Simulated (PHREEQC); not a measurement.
PHREEQC input (ion-association model, wateq4f.dat):

```
SOLUTION_MASTER_SPECIES
  An  An-  0  An  62.0  # stands for a non-complexing anion
SOLUTION_SPECIES
  An- = An-
    -log_k 0
    -gamma 3.0 0
PHASES
  Fix_H+
    H+ = H+
    -log_k 0
SOLUTION 1
  temp 25
  units mmol/kgw
  pH 7 charge
  S(6) 0.051
  Na 50.102
  An 50
END
SELECTED_OUTPUT 1
  -reset false
  -pH true
  -pe true
  -ionic_strength true
  -water true
  -totals Na S S(-2) S(6)
  -molalities Hfo_wOH Hfo_wOH2+ Hfo_wO- Hfo_sOH Hfo_sOH2+ Hfo_sO- Hfo_wSO4- Hfo_wOHSO4-2
  -saturation_indices Mirabilite
USER_PUNCH 1
  -headings sigma psi
  10 PUNCH EDL("sigma", "Hfo"), EDL("psi", "Hfo")
PRINT
  -reset false
USE solution 1
SURFACE 1
  Hfo_wOH 3.37079e-05 600 0.015
  Hfo_sOH 8.42697e-07
EQUILIBRIUM_PHASES 1
  Fix_H+ -3 HAn 10
    -force_equality true
  O2(g) -0.68 10
END
# ... the last block is repeated for the other 16 points of pH, with NaOH or the acid as the point needs
```

Selected output (columns that matter, 17 of 17 rows; pH added in front):

```
pH	mu	Na	S	m_Hfo_wOH	m_Hfo_wOH2+	m_Hfo_wO-	m_Hfo_sOH	m_Hfo_sOH2+	m_Hfo_sO-	m_Hfo_wSO4-	m_Hfo_wOHSO4-2	si_Mirabilite	sigma	psi
3	0.051311	0.050102	3.9971e-05	1.1556e-07	2.2563e-05	1.3558e-11	4.294e-09	8.384e-07	5.0381e-13	1.0918e-05	1.1137e-07	-6.4692	0.13146	0.11828
3.5	0.05051	0.050102	4.0062e-05	3.5216e-07	2.2417e-05	1.2673e-10	1.3033e-08	8.2966e-07	4.6903e-12	1.0606e-05	3.3187e-07	-6.4513	0.12841	0.11749
4	0.050257	0.050102	4.0516e-05	1.0411e-06	2.2182e-05	1.1195e-09	3.7778e-08	8.0488e-07	4.0621e-11	9.5874e-06	8.9633e-07	-6.441	0.12443	0.11604
4.5	0.050177	0.050102	4.1601e-05	2.8144e-06	2.1486e-05	8.4454e-09	9.7566e-08	7.4484e-07	2.9277e-10	7.4543e-06	1.9449e-06	-6.4278	0.11663	0.11282
5	0.050153	0.050102	4.3466e-05	6.4928e-06	1.9632e-05	4.9193e-08	2.0904e-07	6.3207e-07	1.5838e-09	4.542e-06	2.9921e-06	-6.4082	0.10386	0.10704
5.5	0.050146	0.050102	4.5855e-05	1.2196e-05	1.6156e-05	2.1092e-07	3.5983e-07	4.7665e-07	6.2228e-09	2.0552e-06	3.0903e-06	-6.3848	0.087695	0.098666
6	0.050145	0.050102	4.8212e-05	1.8457e-05	1.1801e-05	6.6131e-07	5.0304e-07	3.2163e-07	1.8024e-08	6.7758e-07	2.1109e-06	-6.363	0.070161	0.087802
6.5	0.050144	0.050102	4.9942e-05	2.3036e-05	8.1162e-06	1.4978e-06	5.9456e-07	2.0948e-07	3.8659e-08	1.5898e-07	8.9882e-07	-6.3476	0.051812	0.073534
7	0.050144	0.050102	5.0751e-05	2.5102e-05	5.9189e-06	2.4388e-06	6.322e-07	1.4907e-07	6.1422e-08	2.6305e-08	2.2221e-07	-6.3406	0.033205	0.054274
7.5	0.050143	0.050102	5.096e-05	2.572e-05	4.7731e-06	3.1749e-06	6.4376e-07	1.1947e-07	7.9466e-08	3.4386e-09	3.6906e-08	-6.3389	0.016737	0.030848
8	0.050144	0.050103	5.0994e-05	2.5867e-05	4.0537e-06	3.7814e-06	6.4679e-07	1.0136e-07	9.455e-08	4.0983e-10	5.2091e-09	-6.3385	0.0028761	0.005614
8.5	0.050147	0.050107	5.0999e-05	2.583e-05	3.4631e-06	4.4136e-06	6.4577e-07	8.6579e-08	1.1034e-07	4.7839e-11	7.1072e-10	-6.3384	-0.010462	-0.019955
9	0.050156	0.050117	5.1e-05	2.5604e-05	2.8686e-06	5.2353e-06	6.401e-07	7.1716e-08	1.3088e-07	5.6741e-12	1.0088e-10	-6.3383	-0.02601	-0.044921
9.5	0.050184	0.050145	5.1e-05	2.5032e-05	2.2253e-06	6.4507e-06	6.258e-07	5.5632e-08	1.6127e-07	6.99e-13	1.5662e-11	-6.3379	-0.046435	-0.068555
10	0.050269	0.050232	5.1e-05	2.3834e-05	1.5663e-06	8.3081e-06	5.9584e-07	3.9158e-08	2.077e-07	8.9972e-14	2.7269e-12	-6.3368	-0.074089	-0.090372
10.5	0.050537	0.050502	5.1e-05	2.1669e-05	9.7205e-07	1.1066e-05	5.4174e-07	2.4301e-08	2.7666e-07	1.1961e-14	5.3112e-13	-6.3334	-0.11093	-0.11014
11	0.051384	0.051351	5.1e-05	1.8272e-05	5.1249e-07	1.4924e-05	4.5679e-07	1.2812e-08	3.7309e-07	1.6035e-15	1.1386e-13	-6.3226	-0.15837	-0.12765
```

The oxide is taken as insoluble; below pH 4 it would dissolve.
